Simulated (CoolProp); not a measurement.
Saturation properties of CHF3 (R23).

Computed with CoolProp (reference Helmholtz-energy equation of state, Penoncello 2003).

| T (K) | p (MPa) | vapour density (kg/m³) |
|---|---|---|
| 232 | 0.6769 | 28.72 |
| 235 | 0.7563 | 32.08 |
| 237.9 | 0.8395 | 35.65 |
| 240.9 | 0.9326 | ___ |
| 243.8 | 1.030 | 43.94 |
| 246.8 | 1.138 | 48.76 |
| 249.7 | ___ | ___ |
| 252.7 | 1.376 | 59.64 |
| 255.7 | 1.510 | 65.99 |
| 258.6 | ___ | 72.73 |
| 261.6 | ___ | 80.40 |
| 264.5 | 1.960 | ___ |
| 267.5 | 2.135 | 97.96 |
| 270.4 | 2.314 | 108.0 |

Task: Complete the blanks.

Result: 
- 240.9, vapour density (kg/m³): 39.68
- 249.7, p (MPa): 1.251
- 249.7, vapour density (kg/m³): 53.86
- 258.6, p (MPa): 1.649
- 261.6, p (MPa): 1.802
- 264.5, vapour density (kg/m³): 88.58

It boils at 191.1 K under 1 atm.
